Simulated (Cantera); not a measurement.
**Ignition delay**

Mixture: CH4 : C2H6 : C3H8 : O2 : N2 = 1 : 0.031 : 0.083 : 1.94 : 7.3 (molar parts), equivalence ratio 1.3, at 13.0 bar, adiabatic and at constant volume. Ignition delay is the time to a rise of 400 K.

Computed with Cantera and GRI-Mech 3.0 (53 species, 325 reactions). The pressure lies above the range GRI-Mech 3.0 was tuned for (to about 10 atm).

```json
[
 {"T0 (K)": "1025", "delay (ms)": "16.8"},
 {"T0 (K)": "1100", "delay (ms)": "5.96"},
 {"T0 (K)": "1175", "delay (ms)": "2.20"},
 {"T0 (K)": "1250", "delay (ms)": "0.807"},
 {"T0 (K)": "1325", "delay (ms)": "0.301"},
 {"T0 (K)": "1400", "delay (ms)": "0.119"},
 {"T0 (K)": "1475", "delay (ms)": "0.0511"},
 {"T0 (K)": "1550", "delay (ms)": "0.0242"},
 {"T0 (K)": "1625", "delay (ms)": "0.0126"},
 {"T0 (K)": "1700", "delay (ms)": "0.00717"}
]
```

- apparent activation energy between 1550 and 1700 K: 180 kJ/mol
